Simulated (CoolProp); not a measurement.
n-perfluorohexane at several states: Z from the reference equation and from simpler models built on Tc = 448.0 K, pc = 1.742 MPa, ω = 0.497; each cubic takes its own stable root.

The numbers come from the reference Helmholtz-energy equation of state, Gao 2022 in CoolProp.

| T (K) | p (MPa) | phase | reference | Redlich-Kwong | Peng-Robinson |
|---|---|---|---|---|---|
| 371.6 | 0.317 | gas | 0.8598 | 0.8845 | 0.8573 |
| 340.9 | 0.0406 | gas | 0.9785 | 0.9827 | 0.9782 |
| 346.4 | 2.48 | liquid | 0.1886 | 0.2326 | 0.1922 |
| 358.2 | 7.02 | liquid | 0.5174 | 0.6125 | 0.5202 |
| 398.5 | 2.05 | liquid | 0.1557 | 0.2000 | 0.1648 |
